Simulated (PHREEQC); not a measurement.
Consider water at 25 °C with 0.012 mol/kgw NaH2PO4, 0.048 mol/kgw NaOH and 0.0013 mol/kgw KCl. Closed to the air; pH follows from the charge balance.

Equilibrium calculation in PHREEQC: ion-association model, wateq4f.dat.

No solid was allowed to form.

Task: Predict the pH, ionic strength.

Result: pH 12.32; ionic strength 0.0909 mol/kgw.

Task: In which forms is P present?

Result: PO4-3 75 %, HPO4-2 24 %, NaHPO4- 1.1 % of the P.

H3PO4, which wateq4f.dat lacks, is added to it with the constant of phreeqc.dat.
